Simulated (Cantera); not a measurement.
A perfectly stirred reactor is fed with CH4 : C2H6 : C3H8 : O2 : N2 = 1 : 0.58 : 0.19 : 3.32 : 12.5 (molar parts), equivalence ratio 1.5, at 7500 Torr; it is adiabatic with a 625 K inlet, and is followed from long to short residence time, starting on the burning branch (τ in s: 0.4, 0.17, 0.071, 0.03, 0.013, 0.0054, 0.0023, 0.00098, 0.00041, 0.00018, 7.5e-05).

Cantera simulation using GRI-Mech 3.0 (53 species, 325 reactions); the numbers are that mechanism's predictions, not measurements.

x: mole fraction; the columns are a selection and need not sum to one.

```csv
τ (s),T (K),x CH4,x C2H6,x C3H8,x O2,x HO2
0.40,2177,3.48e-5,1.62e-8,4.18e-9,5.66e-6,2.78e-9
0.17,2177,7.54e-5,3.86e-8,9.72e-9,1.22e-5,5.45e-9
0.071,2177,0.000162,9.49e-8,2.29e-8,2.75e-5,1.18e-8
0.030,2178,0.000336,2.37e-7,5.35e-8,6.20e-5,2.64e-8
0.013,2179,?,?,?,?,?
0.0054,2180,0.00115,1.54e-6,2.84e-7,0.000306,1.36e-7
0.0023,2180,0.00181,3.81e-6,6.45e-7,0.000656,3.09e-7
0.00098,2176,0.00258,9.13e-6,1.46e-6,0.00136,7.12e-7
0.00041,2163,?,?,?,?,?
0.00018,2136,0.00448,5.28e-5,7.86e-6,0.00546,4.30e-6
7.5e-5,2064,0.00657,0.000167,2.30e-5,0.0123,1.39e-5
```

Task: What belongs in the gaps?

Result: 
- 0.013, x CH4: 0.000642
- 0.013, x C2H6: 5.89e-7
- 0.013, x C3H8: 1.21e-7
- 0.013, x O2: 0.000136
- 0.013, x HO2: 5.85e-8
- 0.00041, x CH4: 0.00345
- 0.00041, x C2H6: 2.20e-5
- 0.00041, x C3H8: 3.40e-6
- 0.00041, x O2: 0.00279
- 0.00041, x HO2: 1.73e-6
